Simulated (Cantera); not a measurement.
Charge: 1 mol PbO, 2.5 mol CO, 1.4 mol H₂.

Method: chemical equilibrium by Gibbs-energy minimisation in Cantera with the NASA 1993 tables (ideal gas, pure condensed phases). Candidate condensed phases: C, C₆H₆, C₇H₈, C₈H₁₈, H₂O, Pb, PbO, PbO₂, Pb₃O₄; 113 gas species. Kinetics and transport are ignored.

Problem. What condenses at these points (T in K, P in Pa): (1250, 1000000); (1550, 1000000); (1050, 1000000); (1850, 37000); (1650, 1000000); (1850, 1000000)?

Solution. 
| T (K) | P in Pa | condensed phases | Pb condensed (%) |
|---|---|---|---|
| 1250 | 1000000 | Pb | 99.9 |
| 1550 | 1000000 | Pb | 98.5 |
| 1050 | 1000000 | C + Pb | 100.0 |
| 1850 | 37000 | gas only | 0.0 |
| 1650 | 1000000 | Pb | 96.4 |
| 1850 | 1000000 | Pb | 84.7 |
